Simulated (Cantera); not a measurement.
Feed: 1 mol CH3SiCl3, 960 mol H2, at 1330 Pa.

Method: chemical equilibrium by Gibbs-energy minimisation in Cantera with the NASA 1993 tables (ideal gas, pure condensed phases). Candidate condensed phases: C, C6H6, C7H8, C8H18, Si, SiC; 109 gas species. The feed counts by its element totals alone. Gases not in the tables: Si2H6 and higher silanes. Equilibrium is a limit: real reactors are often held back by kinetics, nucleation or transport.

What share of the Si ends up in condensed phases as a function of T (K), at 923, 1073, 1223, 1373, 1523, 1673, 1823, 1973, 2123, 2273, 2423?


```
T (K)  Si condensed (%)      as
-----  ----------------  ------
923                98.9  SiC(s)
1073               99.7  SiC(s)
1223               99.7  SiC(s)
1373               99.7  SiC(s)
1523               99.7  SiC(s)
1673               99.4  SiC(s)
1823               96.1  SiC(s)
1973               71.2  SiC(s)
2123                0.0       -
2273                0.0       -
2423                0.0       -
```
